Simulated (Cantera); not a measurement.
Input: 1 mol PbO, 0.92 mol CO, 0.24 mol N₂, equilibrated at 210 Pa.

Cantera equilibrium calculation (NASA polynomials, part measured and part estimated; ideal gas, pure solids and liquids). Candidate condensed phases: C, Pb, PbO, PbO₂, Pb₃O₄; 27 gas species. Each liquid is taken as pure. Mutual solubility and eutectic melting of coexisting phases are not modelled. Equilibrium is a limit: real reactors are often held back by kinetics, nucleation or transport.

x: gas mole fraction; n: condensed amount in mol.

```json
[
 {"T (°C)": "627", "x CO₂": "0.793", "x Pb": "0.000652", "x N₂": "0.207", "x PbO": "3.55e-6", "x CO": "?", "n Pb(l)": "0.919", "n PbO(yellow)": "0.0800", "n PbO(l)": "0"},
 {"T (°C)": "677", "x CO₂": "0.791", "x Pb": "0.00240", "x N₂": "0.206", "x PbO": "2.51e-5", "x CO": "?", "n Pb(l)": "0.917", "n PbO(yellow)": "0.0800", "n PbO(l)": "0"},
 {"T (°C)": "727", "x CO₂": "0.787", "x Pb": "0.00771", "x N₂": "0.205", "x PbO": "0.000145", "x CO": "?", "n Pb(l)": "0.911", "n PbO(yellow)": "0.0799", "n PbO(l)": "0"},
 {"T (°C)": "777", "x CO₂": "0.775", "x Pb": "0.0222", "x N₂": "0.202", "x PbO": "0.000705", "x CO": "?", "n Pb(l)": "0.894", "n PbO(yellow)": "0.0793", "n PbO(l)": "0"},
 {"T (°C)": "827", "x CO₂": "0.745", "x Pb": "0.0577", "x N₂": "0.194", "x PbO": "0.00295", "x CO": "?", "n Pb(l)": "0.849", "n PbO(yellow)": "0.0766", "n PbO(l)": "0"},
 {"T (°C)": "877", "x CO₂": "0.675", "x Pb": "0.138", "x N₂": "0.176", "x PbO": "0.0108", "x CO": "?", "n Pb(l)": "0.732", "n PbO(yellow)": "0.0655", "n PbO(l)": "0"},
 {"T (°C)": "927", "x CO₂": "0.524", "x Pb": "0.306", "x N₂": "0.137", "x PbO": "0.0325", "x CO": "?", "n Pb(l)": "0.382", "n PbO(yellow)": "0", "n PbO(l)": "0.0234"},
 {"T (°C)": "977", "x CO₂": "0.426", "x Pb": "0.426", "x N₂": "0.111", "x PbO": "0.0374", "x CO": "?", "n Pb(l)": "0", "n PbO(yellow)": "0", "n PbO(l)": "0"}
]
```

**Question.** Fill in the missing entries.

**Answer.** 
- 627, x CO: 3.44e-5
- 677, x CO: 5.39e-5
- 727, x CO: 8.07e-5
- 777, x CO: 0.000115
- 827, x CO: 0.000156
- 877, x CO: 0.000193
- 927, x CO: 0.000219
- 977, x CO: 0.000400
